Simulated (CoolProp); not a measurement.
Vapour pressure (kPa) of hexamethyldisiloxane (MM): the reference equation beside estimates from Tc = 518.7 K, pc = 1931 kPa, ω = 0.418.

Values from CoolProp's reference Helmholtz-energy equation of state, Thol 2016.

```csv
T (K),reference,van der Waals,Redlich-Kwong
356.5,59.80,352.3,144.4
365.9,80.43,402.6,180.2
375.3,106.2,457.3,221.9
384.7,138.1,516.6,270.1
394.1,176.8,580.6,325.2
403.4,222.8,648.8,387.1
412.8,278.1,722.6,457.6
422.2,343.3,801.6,536.4
431.6,419.5,885.8,624.1
441,507.8,975.3,721.1
450.4,609.6,1070,827.7
```

Absolute difference from the reference over all 11 rows, mean and median: van der Waals 226.0 and 191.2 %, Redlich-Kwong 79.6 and 73.7 %.
